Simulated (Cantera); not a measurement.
A Cantera script and what it prints.

```python
import numpy as np
import cantera as ct

gas_names = """
    Cr CrN H H2 N NH NH2 NH3 N2 N2H2 N2H4
""".split()
cond_names = """
    Cr(cr) Cr(L) CrN(s) Cr2N(s)
""".split()


def load(file, names, dense=False):
    # The tables refer to 1 bar. Condensed volumes are neglected.
    table = {s.name: s for s in ct.Species.list_from_file(file)}
    out = []
    for n in names:
        d = dict(table[n].input_data)
        d["thermo"] = dict(d["thermo"], **{"reference-pressure": 1e5})
        if dense:
            d["equation-of-state"] = {"model": "constant-volume", "density": "1e6 g/cm^3"}
        out.append(ct.Species.from_dict(d))
    return out


gas = ct.Solution(thermo="ideal-gas", species=load("nasa_gas.yaml", gas_names))
cond = {s.name: ct.Solution(thermo="fixed-stoichiometry", species=[s], name=s.name)
        for s in load("nasa_condensed.yaml", cond_names, dense=True)}
atoms = {
    'Cr': {'Cr': 1},
    'N2': {'N': 2},
    'H2': {'H': 2},
}
top_T = {'CrN(s)': 1900, 'Cr2N(s)': 1900}  # K; cautious upper limits of use, not melting points


def equilibrate(T, P, feed):
    n = {}
    for name, mol in feed.items():
        for a, k in atoms[name].items():
            n[a] = n.get(a, 0.0) + k * mol
    gas.TPX = T, P, n
    mass = sum(n.values()) * gas.mean_molecular_weight
    gas.equilibrate("TP")
    valid = [c for c in cond.values() if c.min_temp <= T <= top_T.get(c.name, c.max_temp)]
    mix = ct.Mixture([(gas, mass / gas.mean_molecular_weight)] + [(c, 0.0) for c in valid])
    mix.T, mix.P = T, P
    mix.equilibrate("TP", solver="vcs", rtol=1e-11, max_steps=5000)
    return mix


results = []
feed = {'Cr': 1, 'N2': 2.1, 'H2': 2}  # mol
for P in [0.1, 1.5, 22, 320, 4600, 68000, 1000000]:
    for T in [973, 1123, 1273, 1423, 1573, 1723, 1873, 2023, 2173, 2323, 2473, 2623]:
        mix = equilibrate(T, P, feed)
        results.append((T, P, feed, dict(zip(mix.species_names, mix.species_moles))))

for T, P, feed, n in results:
    print(f"{T:7g} {P:10.4g}  " + (" + ".join(c for c in cond_names if n.get(c, 0) > 1e-12) or "gas only"))
```

Output:

```
    973        0.1  Cr(cr)
   1123        0.1  Cr(cr)
   1273        0.1  Cr(cr)
   1423        0.1  Cr(cr)
   1573        0.1  gas only
   1723        0.1  gas only
   1873        0.1  gas only
   2023        0.1  gas only
   2173        0.1  gas only
   2323        0.1  gas only
   2473        0.1  gas only
   2623        0.1  gas only
    973        1.5  Cr2N(s)
   1123        1.5  Cr(cr)
   1273        1.5  Cr(cr)
   1423        1.5  Cr(cr)
   1573        1.5  Cr(cr)
   1723        1.5  gas only
   1873        1.5  gas only
   2023        1.5  gas only
   2173        1.5  gas only
   2323        1.5  gas only
   2473        1.5  gas only
   2623        1.5  gas only
    973         22  Cr2N(s)
   1123         22  Cr2N(s)
   1273         22  Cr(cr)
   1423         22  Cr(cr)
   1573         22  Cr(cr)
   1723         22  Cr(cr)
   1873         22  gas only
   2023         22  gas only
   2173         22  gas only
   2323         22  gas only
   2473         22  gas only
   2623         22  gas only
    973        320  CrN(s)
   1123        320  Cr2N(s)
   1273        320  Cr(cr)
   1423        320  Cr(cr)
   1573        320  Cr(cr)
   1723        320  Cr(cr)
   1873        320  Cr(cr)
   2023        320  gas only
   2173        320  gas only
   2323        320  gas only
   2473        320  gas only
   2623        320  gas only
    973       4600  CrN(s)
   1123       4600  CrN(s)
   1273       4600  Cr2N(s)
   1423       4600  Cr2N(s)
   1573       4600  Cr(cr)
   1723       4600  Cr(cr)
   1873       4600  Cr(cr)
   2023       4600  Cr(cr)
   2173       4600  Cr(L)
   2323       4600  gas only
   2473       4600  gas only
   2623       4600  gas only
    973    6.8e+04  CrN(s)
   1123    6.8e+04  CrN(s)
   1273    6.8e+04  CrN(s)
   1423    6.8e+04  Cr2N(s)
   1573    6.8e+04  Cr2N(s)
   1723    6.8e+04  Cr(cr)
   1873    6.8e+04  Cr(cr)
   2023    6.8e+04  Cr(cr)
   2173    6.8e+04  Cr(L)
   2323    6.8e+04  Cr(L)
   2473    6.8e+04  Cr(L)
   2623    6.8e+04  gas only
    973      1e+06  CrN(s)
   1123      1e+06  CrN(s)
   1273      1e+06  CrN(s)
   1423      1e+06  CrN(s)
   1573      1e+06  Cr2N(s)
   1723      1e+06  Cr2N(s)
   1873      1e+06  Cr2N(s)
   2023      1e+06  Cr(cr)
   2173      1e+06  Cr(L)
   2323      1e+06  Cr(L)
   2473      1e+06  Cr(L)
   2623      1e+06  Cr(L)
```

Cantera equilibrium calculation (NASA polynomials, part measured and part estimated; ideal gas, pure solids and liquids).
